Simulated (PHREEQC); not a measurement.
# Buffer

Consider water at 20 °C with 43 mmol/kgw H3PO4, 0.2 mmol/kgw Na2B4O7 and 22 mmol/kgw KCl. Closed to the air; pH follows from the charge balance.

Model: ion-association model, wateq4f.dat, run in PHREEQC.

Each row changes one thing in this solution. Precipitation was switched off in this run.

```csv
case,pH,ionic strength (mol/kgw),H3PO4 (mol/kgw),H2PO4- (mol/kgw),HPO4-2 (mol/kgw),KHPO4- (mol/kgw)
as made,1.86,0.0385,0.0265,0.0165,1.20e-7,2.55e-9
KCl from 0.022 to 0.0022 mol/kgw,1.86,0.0182,0.0270,0.0160,1.02e-7,2.59e-10
temperature from 20 to 5 °C,1.82,0.0397,0.0253,0.0177,1.09e-7,2.32e-9
temperature from 20 to 90 °C,1.98,0.0347,0.0303,0.0127,1.80e-7,3.55e-9
Na2B4O7 left out,1.85,0.0383,0.0267,0.0163,1.17e-7,2.49e-9
```

Species that the database lacks are ignored. H3PO4, which wateq4f.dat lacks, is added to it with the constant of phreeqc.dat. Constants without temperature data keep their 25 °C values here.
